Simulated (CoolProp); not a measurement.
Vapour-liquid equilibrium of propylene (1) + R22 (2) at 208 K; x and y are mole fractions of (1).

The numbers come from the multi-fluid Helmholtz-energy mixture model, Lemmon 2013 and Kamei 1995; pair parameters Bell 2016 in CoolProp.

Problem. Give the bubble pressure and the first vapour's composition at x = 0.25, 0.65, 0.75. Is there an azeotrope?

Solution. x = 0.25: 0.3533 bar, y = 0.391; x = 0.65: 0.4109 bar, y = 0.709; x = 0.75: 0.4181 bar, y = 0.781. y crosses x between x = 0.85 and 0.95: the model has an azeotrope there.

Pair parameters are fitted to limited data, so mixtures are less certain than the pure fluids.
